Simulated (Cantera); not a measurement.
What does this Cantera script print?

```python
import numpy as np
import cantera as ct

gas = ct.Solution("gri30.yaml", transport_model="mixture-averaged")
show = ['CH4', 'N2', 'NO']

rows = []
print(f"{'T/K':>7s}{'rho':>11s}{'cp':>10s}{'mu':>11s}{'lambda':>11s}{'Pr':>7s}" + "".join(f"{'D_' + s:>11s}" for s in show))
for T in [400, 550, 700, 850, 1000, 1150, 1300]:
    gas.TPX = T, 13332, {'O2': 0.35}
    Pr = gas.cp_mass * gas.viscosity / gas.thermal_conductivity
    D = [gas.mix_diff_coeffs_mole[gas.species_index(s)] for s in show]
    rows.append([gas.density, gas.cp_mass, gas.viscosity, gas.thermal_conductivity, Pr, *D])
    print(f"{T:7g}{gas.density:11.4e}{gas.cp_mass:10.1f}{gas.viscosity:11.4e}"
          f"{gas.thermal_conductivity:11.4e}{Pr:7.3f}" + "".join(f"{d:11.4e}" for d in D))
print("SI units: kg/m3, J/kg/K, Pa s, W/m/K, m2/s")
```

It prints:

```
    T/K        rho        cp         mu     lambda     Pr      D_CH4       D_N2       D_NO
    400 1.2827e-01     941.4 2.5629e-05 3.3852e-02  0.713 2.8638e-04 2.6247e-04 2.5778e-04
    550 9.3287e-02     987.2 3.2102e-05 4.4709e-02  0.709 4.9766e-04 4.5311e-04 4.4502e-04
    700 7.3297e-02    1031.1 3.7824e-05 5.4969e-02  0.709 7.5089e-04 6.8129e-04 6.6912e-04
    850 6.0362e-02    1064.7 4.3049e-05 6.4573e-02  0.710 1.0423e-03 9.4378e-04 9.2692e-04
   1000 5.1308e-02    1090.2 4.7912e-05 7.3608e-02  0.710 1.3694e-03 1.2383e-03 1.2161e-03
   1150 4.4616e-02    1108.6 5.2496e-05 8.2174e-02  0.708 1.7299e-03 1.5629e-03 1.5350e-03
   1300 3.9468e-02    1124.6 5.6858e-05 9.0366e-02  0.708 2.1224e-03 1.9164e-03 1.8822e-03
SI units: kg/m3, J/kg/K, Pa s, W/m/K, m2/s
```

Computed with Cantera and GRI-Mech 3.0 (53 species, 325 reactions).
